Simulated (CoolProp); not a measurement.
A simple Rankine cycle with carbonyl sulfide: condensing at 306.15 K, boiler at 4.13 MPa, turbine inlet 355.8 K, turbine efficiency 0.9, pump efficiency 0.6, no recuperator. Each further row changes one setting.

The numbers come from the reference Helmholtz-energy equation of state, Lemmon 2006 in CoolProp. It is a short technical equation, of lower accuracy than the large ones.

```tsv
case	thermal efficiency (%)	net work (kJ/kg)	heat in (kJ/kg)	turbine exit temperature (K)	volume ratio over the turbine
as stated	9.7	22.4	231	306.1	2.66
turbine inlet 375.8 K	10.2	26.5	259	306.1	2.42
condensing temperature 298.15 K	11.3	27.3	242	298.1	3.20
boiler pressure 2.89 MPa	7.0	18.2	259	311.8	1.73
turbine efficiency 0.8	8.4	19.4	231	306.1	2.70
```

The expansion ends wet for: as stated; turbine inlet 375.8 K; condensing temperature 298.15 K; turbine efficiency 0.8.
